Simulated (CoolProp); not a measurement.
Values from CoolProp's reference Helmholtz-energy equation of state, Guder 2009.

Problem. For sulfur hexafluoride, give the phase and the cp (kJ/(kg K)), fugacity coefficient at 360.6 K and 1.88 MPa; 360.6 K and 2.82 MPa; 360.6 K and 8.45 MPa.

Solution. 
- 360.6 K and 1.88 MPa: gas; cp 0.813, fugacity coefficient 0.892
- 360.6 K and 2.82 MPa: gas; cp 0.863, fugacity coefficient 0.840
- 360.6 K and 8.45 MPa: supercritical; cp 1.43, fugacity coefficient 0.568
